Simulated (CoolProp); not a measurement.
Computed with CoolProp (reference Helmholtz-energy equation of state, Lemmon 2006). It is a short technical equation, of lower accuracy than the large ones.

### Question
For n-nonane, give the phase and the density (kg/m³), cp (kJ/(kg K)), expansivity (1/kK), conductivity (mW/(m K)) at 130.05 °C and 7070 kPa; 79.25 °C and 28 kPa.

### Answer
- 130.05 °C and 7070 kPa: liquid; density 639, cp 2.62, expansivity 1.25, conductivity 106
- 79.25 °C and 28 kPa: liquid; density 671, cp 2.42, expansivity 1.22, conductivity 113

Thermal conductivity comes from a separate model (Huber 2005).
